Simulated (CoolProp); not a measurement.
n-octane at several states: density (kg/m³) from the reference equation and from simpler models built on Tc = 295.6 °C, pc = 2484 kPa, ω = 0.398; each cubic takes its own stable root.

Computed with CoolProp (reference Helmholtz-energy equation of state, Beckmüller 2019).

```json
[
 {"T (°C)": "240.15", "p (kPa)": "22.6", "phase": "gas", "reference": "0.6078", "van der Waals": "0.6070", "Redlich-Kwong": "0.6074", "Soave-Redlich-Kwong": "0.6076", "Peng-Robinson": "0.6078"},
 {"T (°C)": "193.35", "p (kPa)": "173", "phase": "gas", "reference": "5.383", "van der Waals": "5.275", "Redlich-Kwong": "5.323", "Soave-Redlich-Kwong": "5.353", "Peng-Robinson": "5.371"},
 {"T (°C)": "6.65", "p (kPa)": "4900", "phase": "liquid", "reference": "717.1", "van der Waals": "404.7", "Redlich-Kwong": "593.6", "Soave-Redlich-Kwong": "612.1", "Peng-Robinson": "686.9"},
 {"T (°C)": "29.45", "p (kPa)": "4830", "phase": "liquid", "reference": "699.3", "van der Waals": "397.2", "Redlich-Kwong": "580.3", "Soave-Redlich-Kwong": "600.8", "Peng-Robinson": "674.8"},
 {"T (°C)": "88.65", "p (kPa)": "60.4", "phase": "liquid", "reference": "645.1", "van der Waals": "2.343", "Redlich-Kwong": "2.364", "Soave-Redlich-Kwong": "557.7", "Peng-Robinson": "629.6"},
 {"T (°C)": "234.15", "p (kPa)": "110", "phase": "gas", "reference": "3.054", "van der Waals": "3.032", "Redlich-Kwong": "3.044", "Soave-Redlich-Kwong": "3.049", "Peng-Robinson": "3.054"}
]
```

At some of these states van der Waals, Redlich-Kwong gives the other phase, because its saturation line lies elsewhere.
